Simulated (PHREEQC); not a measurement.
PHREEQC input (Pitzer model, pitzer.dat):

```
SOLUTION 1
  temp 15
  units mol/kgw
  pH 7 charge
  S(6) 0.053
  K 0.868
  C(4) 0.36
  Cl 0.042
END
USE solution 1
INCREMENTAL_REACTIONS false
REACTION 1
  H2O -1
  0 9.886 18.011 24.689 30.178 34.689 38.397 41.444
  43.949 46.007 47.699 49.089 50.232 51.172 51.944 moles
EQUILIBRIUM_PHASES 1
  Arcanite 0 0
  Kalicinite 0 0
  Misenite 0 0
  Sylvite 0 0
SELECTED_OUTPUT 1
  -reset false
  -pH true
  -pe true
  -ionic_strength true
  -water true
  -activities H2O
  -totals C Cl K S
  -molalities H+ K+ Cl- CO3-2 SO4-2 OH- HCO3- CO2 HSO4-
  -equilibrium_phases Arcanite Kalicinite Misenite Sylvite
PRINT
  -reset false
END
```

Selected output (columns that matter, 15 of 15 rows; water left (kg) added in front):

```
water left (kg)	pH	mu	C	Cl	K	S	m_H+	m_K+	m_Cl-	m_CO3-2	m_SO4-2	m_OH-	la_H2O	Arcanite
1	11.826	1.2772	0.36	0.042	0.868	0.053	3.8714e-12	0.868	0.042	0.35615	0.053	0.0038549	-0.0081255	0
0.821903	11.87	1.5545	0.43801	0.051101	1.0561	0.064485	3.7503e-12	1.0561	0.051101	0.43391	0.064485	0.0041001	-0.0098366	0
0.67553	11.918	1.8919	0.53291	0.062173	1.2849	0.078457	3.5998e-12	1.2849	0.062173	0.52857	0.078457	0.004347	-0.011935	0
0.555226	11.972	2.3026	0.64838	0.075645	1.5633	0.095457	3.4091e-12	1.5633	0.075645	0.64379	0.095457	0.0045932	-0.014529	0
0.456343	12.033	2.8023	0.78888	0.092036	1.9021	0.11614	3.167e-12	1.9021	0.092036	0.78404	0.11614	0.0048363	-0.017772	0
0.375078	12.104	3.4102	0.9598	0.11198	2.3142	0.1413	2.8646e-12	2.3142	0.11198	0.95473	0.1413	0.0050741	-0.021875	0
0.30828	12.184	4.0726	1.1678	0.13624	2.764	0.14613	2.5473e-12	2.764	0.13624	1.1625	0.14613	0.0053088	-0.026699	0.0079521
0.253389	12.274	4.7735	1.4207	0.16575	3.2413	0.11702	2.2645e-12	3.2413	0.16575	1.4152	0.11702	0.0055274	-0.032325	0.023349
0.208263	12.381	5.6535	1.7286	0.20167	3.84	0.090579	1.9537e-12	3.84	0.20167	1.7229	0.090579	0.0057134	-0.039867	0.034136
0.171189	12.509	6.7501	2.1029	0.24534	4.5857	0.067265	1.6185e-12	4.5857	0.24534	2.0971	0.067265	0.0058601	-0.050061	0.041485
0.140709	12.663	8.1103	2.5585	0.29849	5.5103	0.047457	1.271e-12	5.5103	0.29849	2.5525	0.047457	0.0059605	-0.063975	0.046322
0.11567	12.848	9.7884	3.1123	0.3631	6.6507	0.031459	9.3208e-13	6.6507	0.3631	3.1063	0.031459	0.0060067	-0.083106	0.049361
0.0950795	13.073	11.853	3.7863	0.44174	8.053	0.01933	6.2694e-13	8.053	0.44174	3.7803	0.01933	0.0059907	-0.1096	0.051162
0.0781464	13.345	14.384	4.6067	0.53745	9.7726	0.010842	3.7875e-13	9.7726	0.53745	4.6008	0.010842	0.0059046	-0.14648	0.052153
0.0642397	13.671	17.477	5.604	0.6538	11.873	0.0054612	2.0076e-13	11.873	0.6538	5.5983	0.0054612	0.0057429	-0.19786	0.052649
```

Complexes and solids missing from the database can't appear.
